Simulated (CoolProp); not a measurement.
Values from CoolProp's reference Helmholtz-energy equation of state, Smukala 2000.

Task: Give the vapour pressure (kPa), enthalpy of vaporisation (kJ/kg), vapour Z of saturated ethylene at -89.85, -87.35, -79.95 °C.

Result: 
| T (°C) | p (kPa) | enthalpy of vaporisation (kJ/kg) | vapour Z |
|---|---|---|---|
| -89.85 | 215 | 461 | 0.944 |
| -87.35 | 243 | 457 | 0.939 |
| -79.95 | 341 | 445 | 0.922 |
